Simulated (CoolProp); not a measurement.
Vapour pressure (bar) of methane: the reference equation beside estimates from Tc = 190.6 K, pc = 45.99 bar, ω = 0.011. Clausius-Clapeyron is anchored at 121.8 K with a constant enthalpy of vaporisation of 7.874 kJ/mol.

Computed with CoolProp (reference Helmholtz-energy equation of state, Setzmann 1991).

```csv
T (K),reference,Lee-Kesler,Clausius-Clapeyron,van der Waals,Redlich-Kwong,Soave-Redlich-Kwong,Peng-Robinson
117.6,1.609,1.594,1.644,4.691,1.258,1.580,1.620
121.8,2.170,2.157,2.170,5.701,1.776,2.143,2.183
126,2.867,2.857,2.812,6.847,2.438,2.845,2.883
130.2,3.717,3.713,3.584,8.138,3.266,3.705,3.739
134.4,4.742,4.743,4.499,9.578,4.283,4.745,4.769
138.6,5.960,5.968,5.569,11.18,5.510,5.983,5.995
142.8,7.391,7.405,6.809,12.94,6.969,7.441,7.436
147,9.056,9.075,8.230,14.87,8.680,9.139,9.115
151.2,10.98,11.00,9.842,16.97,10.66,11.10,11.05
155.4,13.17,13.19,11.66,19.25,12.94,13.34,13.27
159.6,15.67,15.68,13.69,21.72,15.53,15.89,15.79
163.8,18.48,18.49,15.93,24.38,18.45,18.75,18.63
168,21.65,21.65,18.41,27.23,21.73,21.97,21.83
```

Absolute difference from the reference over all 13 rows, mean and median: Lee-Kesler 0.2 and 0.2 %, Clausius-Clapeyron 7.7 and 7.9 %, van der Waals 87.5 and 75.1 %, Redlich-Kwong 7.7 and 5.7 %, Soave-Redlich-Kwong 1.0 and 1.1 %, Peng-Robinson 0.7 and 0.6 %.
